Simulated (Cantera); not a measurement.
Feed: 1 mol H₂O, 0.05 mol SO₂, 0.22 mol N₂, equilibrated at 0.390 Torr.

Cantera equilibrium calculation (NASA polynomials, part measured and part estimated; ideal gas, pure solids and liquids). Candidate condensed phases: H₂O, H₂SO₄, S; 60 gas species. Ions and electrons are included (thermal ionisation). Equilibrium is a limit: real reactors are often held back by kinetics, nucleation or transport.

x: gas mole fraction; nothing condenses.

```tsv
T (K)	x H₂O	x H	x O	x N₂	x H₂	x N	x OH	x O₂	x SO₂	x S
2000	0.676	0.0167	0.00458	0.164	0.0548	1.60e-8	0.0206	0.0243	0.0359	2.10e-5
2500	…	…	…	…	…	…	…	…	…	…
3000	…	0.585	0.315	0.0656	…	…	…	…	…	…
3500	9.44e-7	0.592	0.325	0.0637	0.000523	0.00245	0.000492	0.000226	7.63e-8	0.0148
4000	1.42e-8	0.588	0.323	0.0554	7.08e-5	0.0183	6.92e-5	2.45e-5	6.74e-10	0.0147
4500	5.11e-10	0.573	0.315	0.0292	1.43e-5	0.0675	1.44e-5	4.18e-6	1.57e-11	0.0142
5000	3.52e-11	0.560	0.308	0.00587	3.94e-6	0.111	4.04e-6	1.01e-6	<1e-12	0.0133
```

Some entries are withheld; supply them.


- 2500, x H₂O: 0.106
- 2500, x H: 0.372
- 2500, x O: 0.155
- 2500, x N₂: 0.0951
- 2500, x H₂: 0.114
- 2500, x N: 3.95e-6
- 2500, x OH: 0.0721
- 2500, x O₂: 0.0595
- 2500, x SO₂: 0.00977
- 2500, x S: 0.00247
- 3000, x H₂O: 0.000230
- 3000, x H₂: 0.00713
- 3000, x N: 0.000156
- 3000, x OH: 0.00627
- 3000, x O₂: 0.00403
- 3000, x SO₂: 3.48e-5
- 3000, x S: 0.0136
